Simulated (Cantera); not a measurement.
Input: 1 mol V2O3, 0.76 mol H2, 5.8 mol N2, held at 1.00 bar.

Method: chemical equilibrium by Gibbs-energy minimisation in Cantera with the NASA 1993 tables (ideal gas, pure condensed phases). Candidate condensed phases: H2O, V, VN, VO, V2O3, V2O4, V2O5; 28 gas species. Mutual solubility and eutectic melting of coexisting phases are not modelled. VO: taken at fixed stoichiometry. Condensed phases not in the tables: the oxides between V2O3 and V2O5 other than VO2. Rates play no part.

At 1950 °C, list the 7 most abundant gas species with their mole fractions, and the condensed phases.

N2 0.883, H2 0.106, H2O 0.00903, H 0.00208, VO2 0.000352, VO 3.37e-5, OH 2.57e-5. Condensed: VO(l) + V2O3(s).
